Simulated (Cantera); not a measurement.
Input: 1 mol SiHCl3, 3.5 mol NH3, 87 mol N2, at 1150 K and 0.00610 bar.

Cantera equilibrium calculation (NASA polynomials, part measured and part estimated; ideal gas, pure solids and liquids). Equilibrium is a limit: real reactors are often held back by kinetics, nucleation or transport.

```tsv
species	before	after
N2	0.924	0.924
H2	0.0446	0.0492
HCl	0.0314	0.0218
SiCl2	4.86e-6	0.00469
H	2.02e-7	0.000154
Cl	1.25e-7	5.41e-5
SiCl3	2.74e-6	4.91e-5
SiCl4	1.69e-5	1.27e-6
Si3N4(s), mol	0.333	0.182
```
Gas species are given as mole fractions.

Task: What was changed between the two runs?
A) NH3 from 3.5 to 0.2 mol
B) temperature from 1150 K to 1850 K
C) temperature from 1150 K to 1600 K
D) NH3 from 3.5 to 32 mol

Result: C, temperature from 1150 K to 1600 K. The tables' values for SiCl3 are old estimates; treat these amounts as uncertain
